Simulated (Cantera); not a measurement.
What does this Cantera script print?

```python
import numpy as np
import cantera as ct

gas_names = """
    B BH BH2 BH3 BO BO2 B2 B2O B2O2 B2O3 B3O3H3 H HBO HBO2 HO2 H2 H2O H2O2 H3B3O6 O OH O2 O3
""".split()
cond_names = """
    B(b) B(L) B2O3(L) B3O3H3(cr) H2O(s) H2O(L)
""".split()


# ... load() reads the species with a 1 bar reference pressure and builds the phases ...
atoms = {
    'B2O3': {'B': 2, 'O': 3},
    'H2': {'H': 2},
}
top_T = {}  # K; cautious upper limits of use, not melting points


# ... equilibrate(T, P, feed) seeds the gas with the atoms and calls Mixture.equilibrate('TP', solver="vcs", rtol=1e-11, max_steps=5000) ...
results = []
T = 1700  # K
P = 3300  # Pa
for m in [3.1, 5.6, 10, 18, 33, 60, 110, 190]:
    feed = {'B2O3': 1, 'H2': m}  # mol
    mix = equilibrate(T, P, feed)
    results.append((T, P, feed, dict(zip(mix.species_names, mix.species_moles))))

top = {s: max(r[3][s] / sum(r[3][g] for g in gas_names) for r in results) for s in gas_names}
cols = sorted((s for s in top if top[s] > 0.0001), key=lambda s: -top[s])[:5]
seen = [c for c in cond_names if any(r[3].get(c, 0) > 1e-12 for r in results)]
print("log10 of partial pressures in bar; condensed amounts in mol")
print(f"{'n(H2)':>10s}" + "".join(f"{s[:9]:>10s}" for s in cols + seen))
for T, P, feed, n in results:
    ng = sum(n[g] for g in gas_names)
    print(f"{feed['H2']:10.4g}" + "".join(f"{np.log10(max(n[s] / ng * P / 1e5, 1e-99)):10.3f}" for s in cols)
          + "".join(f"{n.get(c, 0):10.4g}" for c in seen))
```

Output:

```
log10 of partial pressures in bar; condensed amounts in mol
     n(H2)        H2      HBO2      B2O3       HBO      B2O2   B2O3(L)
       3.1    -1.517    -3.073    -3.107    -3.117    -4.051    0.8333
       5.6    -1.517    -3.073    -3.107    -3.117    -4.051    0.6989
        10    -1.517    -3.073    -3.107    -3.117    -4.051    0.4624
        18    -1.517    -3.073    -3.107    -3.117    -4.051   0.03229
        33    -1.503    -3.255    -3.440    -3.254    -4.340         0
        60    -1.495    -3.465    -3.818    -3.414    -4.667         0
       110    -1.489    -3.702    -4.237    -3.590    -5.026         0
       190    -1.487    -3.939    -4.646    -3.760    -5.368         0
```

Equilibrium computed with Cantera from the NASA thermochemical tables; the gas is ideal and each condensed phase is pure.
